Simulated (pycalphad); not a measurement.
Effect of Si content in Al-Si-Fe

All values are pycalphad results on the COST 507 light-alloy database (1999) (1 atm), not direct measurements. These are 1990s assessments: newer ones move some temperatures and phases. Amounts are mole fractions of atoms.

```json
[
 {"alloy": "Al-0.77Si-3.77Fe (at.%)", "liquidus (°C)": "834", "first solid": "AL13FE4", "solidus (°C)": "632", "phases at 277 °C": "fcc 0.82, ALFESI_ALPHA 0.11, AL13FE4 0.07"},
 {"alloy": "Al-1.54Si-3.77Fe (at.%)", "liquidus (°C)": "828", "first solid": "AL13FE4", "solidus (°C)": "632", "phases at 277 °C": "fcc 0.80, ALFESI_ALPHA 0.20"},
 {"alloy": "Al-2.31Si-3.77Fe (at.%)", "liquidus (°C)": "820", "first solid": "AL13FE4", "solidus (°C)": "619", "phases at 277 °C": "fcc 0.79, ALFESI_ALPHA 0.16, ALFESI_BETA 0.05"},
 {"alloy": "Al-3.08Si-3.77Fe (at.%)", "liquidus (°C)": "815", "first solid": "AL13FE4", "solidus (°C)": "619", "phases at 277 °C": "fcc 0.77, ALFESI_BETA 0.16, ALFESI_ALPHA 0.08"},
 {"alloy": "Al-4.62Si-3.77Fe (at.%)", "liquidus (°C)": "803", "first solid": "AL13FE4", "solidus (°C)": "593", "phases at 277 °C": "fcc 0.74, ALFESI_BETA 0.25, diamond (Si) 0.01"},
 {"alloy": "Al-6.16Si-3.77Fe (at.%)", "liquidus (°C)": "791", "first solid": "AL13FE4", "solidus (°C)": "577", "phases at 277 °C": "fcc 0.73, ALFESI_BETA 0.25, diamond (Si) 0.02"}
]
```

Database names, with the compositions (at.%) that they take in these runs: AL13FE4: Al 75 Fe 24 Si 0; ALFESI_ALPHA: Al 71-74 Fe 19 Si 7-10; ALFESI_BETA: Al 70 Si 15 Fe 15.
